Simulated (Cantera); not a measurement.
A closed system holds: 1 mol Si, 2.5 mol CO2, 17 mol H2, at 0.670 Pa.

Method: chemical equilibrium by Gibbs-energy minimisation in Cantera with the NASA 1993 tables (ideal gas, pure condensed phases). Candidate condensed phases: C, C6H6, C7H8, C8H18, H2O, Si, SiC, SiO2; 123 gas species. Rates play no part.

Question: At 1623 K, list the 6 most abundant gas species with their mole fractions, and the condensed phases.

Answer: H2 0.739, CO 0.117, H2O 0.0687, SiO 0.0482, H 0.0230, CO2 0.00351. Condensed: gas only.
